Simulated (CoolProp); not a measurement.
Vapour-liquid equilibrium of n-hexane (1) + toluene (2) at 185.15 °C; x and y are mole fractions of (1).

The numbers come from the multi-fluid Helmholtz-energy mixture model, Thol 2019 and Lemmon 2006; pair parameters Bell 2016 in CoolProp.

```csv
x,"bubble pressure, mixture model (MPa)","bubble pressure, Raoult's law (MPa)","y, mixture model","y, Raoult's law"
0.05,0.6275,0.6135,0.121,0.116
0.15,0.7312,0.6983,(withheld),0.305
0.25,(withheld),0.7832,(withheld),0.453
0.35,0.9124,0.8680,(withheld),0.572
0.45,0.9946,0.9528,0.623,0.670
0.55,1.074,1.038,(withheld),0.752
0.65,(withheld),1.122,(withheld),0.822
0.75,1.227,1.207,0.837,0.882
0.85,1.303,1.292,0.902,0.934
0.95,(withheld),1.377,0.967,0.979
```

Q: Fill in the missing entries.

A: 
- 0.15, y, mixture model: 0.302
- 0.25, bubble pressure, mixture model (MPa): 0.8253
- 0.25, y, mixture model: 0.433
- 0.35, y, mixture model: 0.536
- 0.55, y, mixture model: 0.700
- 0.65, bubble pressure, mixture model (MPa): 1.151
- 0.65, y, mixture model: 0.770
- 0.95, bubble pressure, mixture model (MPa): 1.380

The largest gap from Raoult's law is +5.4 % in bubble pressure, at x = 0.25. No azeotrope shows between x = 0.05 and 0.95.

Pair parameters are fitted to limited data, so mixtures are less certain than the pure fluids.
